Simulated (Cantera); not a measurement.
Charge: 1 mol Fe, a varied amount of CO2, 3.3 mol N2, at 1775 K and 10000 Pa.

These are equilibrium values from Cantera (NASA tables, ideal gas, pure condensed phases), not measurements of a reactor. Candidate condensed phases: C, Fe, Fe(CO)5, FeO, Fe2O3, Fe3O4; 27 gas species. Mutual solubility and eutectic melting of coexisting phases are not modelled. The tables' stoichiometric FeO is somewhat more stable than real wüstite, so its field is too wide. FeO: taken at fixed stoichiometry. Equilibrium is a limit: real reactors are often held back by kinetics, nucleation or transport.

Problem. Which condensed phases are stable at each of these points (n(CO2) (mol)): 0.034, 0.061, 0.11, 0.19, 0.33, 0.59, 1, 1.8, 3.2, 5.7, 10, 18?

Solution. 
```tsv
n(CO2) (mol)	condensed phases	Fe condensed (%)
0.034	Fe(δ) + FeO(l)	99.9
0.061	Fe(δ) + FeO(l)	99.9
0.11	Fe(δ) + FeO(l)	99.9
0.19	Fe(δ) + FeO(l)	99.9
0.33	Fe(δ) + FeO(l)	99.9
0.59	Fe(δ) + FeO(l)	99.9
1	Fe(δ) + FeO(l)	99.9
1.8	FeO(l)	100.0
3.2	FeO(l)	100.0
5.7	FeO(l)	100.0
10	FeO(l)	100.0
18	FeO(l)	100.0
```

From 0.034 mol CO2 to 1 mol CO2 the condensed part is Fe(δ) + FeO(l). From 1.8 mol CO2 to 18 mol CO2 the condensed part is FeO(l).
